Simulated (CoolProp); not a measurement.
Vapour-liquid equilibrium of CH2F2 (R32) (1) + R1234yf (2) at 256.8 K; x and y are mole fractions of (1).

Model: multi-fluid Helmholtz-energy mixture model, Tillner-Roth 1997 and Lemmon 2022; pair parameters Bell 2023, in CoolProp.

```tsv
x	bubble pressure, mixture model (MPa)	bubble pressure, Raoult's law (MPa)	y, mixture model	y, Raoult's law
0.05	…	0.1888	0.161	0.123
0.2	…	0.2324	0.457	0.400
0.35	…	0.2760	0.618	0.589
0.5	0.3710	0.3195	…	0.727
0.65	0.4064	0.3631	…	0.832
0.8	0.4353	0.4066	…	0.914
0.95	…	0.4502	…	0.981
```

Task: Complete the blanks.

Result: 
- 0.05, bubble pressure, mixture model (MPa): 0.1994
- 0.2, bubble pressure, mixture model (MPa): 0.2686
- 0.35, bubble pressure, mixture model (MPa): 0.3259
- 0.5, y, mixture model: 0.721
- 0.65, y, mixture model: 0.800
- 0.8, y, mixture model: 0.875
- 0.95, bubble pressure, mixture model (MPa): 0.4586
- 0.95, y, mixture model: 0.963

The largest gap from Raoult's law is +18.1 % in bubble pressure, at x = 0.35. No azeotrope shows between x = 0.05 and 0.95.

The pair parameters rest on a limited set of measurements; away from them the model extrapolates.
